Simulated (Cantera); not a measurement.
Charge: 1 mol Pb, 0.059 mol CO, 31 mol N2, at 380000 Pa.

Equilibrium computed with Cantera from the NASA thermochemical tables; the gas is ideal and each condensed phase is pure. Candidate condensed phases: C, Pb, PbO, PbO2, Pb3O4; 27 gas species. Rates play no part.

Q: At 1423 K, list the 3 most abundant gas species with their mole fractions, and the condensed phases.

A: N2 0.995, Pb 0.00295, CO 0.00189. Condensed: Pb(l).
